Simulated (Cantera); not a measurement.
# Equilibrium for carbon deposition, reforming and gasification: C + H2O + N2

Charge: 1 mol C, 0.36 mol H2O, 0.66 mol N2, at 105 Torr.

These are equilibrium values from Cantera (NASA tables, ideal gas, pure condensed phases), not measurements of a reactor. Candidate condensed phases: C, C6H6, C7H8, C8H18, H2O; 169 gas species. Ions and electrons are included (thermal ionisation). Kinetics and transport are ignored.

From 1727 °C to 2727 °C the condensed part is C(graphite). From 3227 °C to 4727 °C nothing is condensed. The main C-bearing gas is CO at 1727 °C and C at 4727 °C.

```
T (°C)   x N2      x H   x CO      x H2       x C      x C3      x CN     x HCN       x N      x C2  n C(graphite)
------  -----  -------  -----  --------  --------  --------  --------  --------  --------  --------  -------------
1727    0.475  0.00220  0.261     0.257  2.17e-10  1.98e-10   1.04e-6   0.00515   1.66e-9  1.67e-11          0.632
2227    0.458   0.0319  0.257     0.226   1.19e-6   3.55e-6  0.000186    0.0228   5.29e-7   3.27e-7          0.597
2727    0.409    0.151  0.239     0.128  0.000362   0.00223   0.00557    0.0457   2.38e-5  0.000226          0.507
3227    0.318    0.276  0.194    0.0307    0.0144    0.0654    0.0390    0.0280  0.000334    0.0108              0
3727    0.283    0.325  0.174   0.00583    0.0798    0.0348    0.0610   0.00523   0.00252    0.0238              0
4227    0.258    0.313  0.159   0.00115     0.182   0.00462    0.0525  0.000728    0.0122    0.0159              0
4727    0.240    0.301  0.151  0.000307     0.228  0.000251    0.0304   9.66e-5    0.0434   0.00485              0
```
x: gas mole fraction; n: condensed amount in mol.
